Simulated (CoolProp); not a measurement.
Saturation properties of dimethyl ether (Tc = 400.4 K, pc = 5.337 MPa, ω = 0.196).

Model: reference Helmholtz-energy equation of state, Wu 2011, in CoolProp.

| T (K) | p (MPa) | vapour density (kg/m³) | surface tension (mN/m) |
|---|---|---|---|
| 313.5 | 0.8978 | 18.81 | 9.22 |
| 317.6 | 0.9970 | 20.90 | 8.67 |
| 321.6 | 1.101 | 23.12 | 8.15 |
| 325.7 | 1.216 | 25.60 | 7.62 |
| 329.8 | 1.340 | 28.31 | 7.10 |
| 333.9 | 1.473 | 31.27 | 6.58 |
| 338 | 1.615 | 34.51 | 6.07 |
| 342 | 1.763 | 37.97 | 5.59 |
| 346.1 | 1.925 | 41.85 | 5.10 |
| 350.2 | 2.098 | 46.12 | 4.62 |
| 354.3 | 2.282 | 50.83 | 4.15 |
| 358.4 | 2.478 | 56.06 | 3.69 |
| 362.4 | 2.681 | 61.73 | 3.25 |

It boils at 248.4 K under 1 atm.

Surface tension comes from a separate correlation (Mulero 2012).
